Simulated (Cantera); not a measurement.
**Catalytic combustion on Pt**

An isothermal plug-flow reactor at 1000 K and 533 Torr (inlet), inlet velocity 2.4 m/s, active area per volume 240 1/m; feed H2 : O2 : N2 : H2O = 0.03 : 0.18 : 0.79 : 0.013 (molar parts), equivalence ratio 0.083.

Cantera simulation using Deutschmann's 1995 Pt surface mechanism with GRI-Mech 3.0 gas chemistry; the numbers are that mechanism's predictions, not measurements. Catalytic surfaces can have several steady states; this one follows from the mechanism file's or the stated starting coverage. Mass transfer to the wall is taken as infinitely fast.

```
z (m)        x H2   x O2   x H2O  θ free Pt   θ O*    θ OH*
-------  --------  -----  ------  ---------  -----  -------
0.00052    0.0162  0.172  0.0266      0.264  0.733  0.00315
0.00092    0.0111  0.170  0.0318      0.234  0.762  0.00312
0.0016    0.00622  0.168  0.0367      0.212  0.785  0.00310
0.0029    0.00226  0.166  0.0408      0.196  0.801  0.00308
0.0052   0.000408  0.166  0.0427      0.190  0.807  0.00307
0.0092    2.19e-5  0.165  0.0431      0.188  0.809  0.00307
0.016     1.53e-7  0.165  0.0431      0.188  0.809  0.00307
0.029    2.83e-10  0.165  0.0431      0.188  0.809  0.00307
0.052    2.68e-10  0.165  0.0431      0.188  0.809  0.00307
```
x: gas mole fraction; θ: surface coverage.
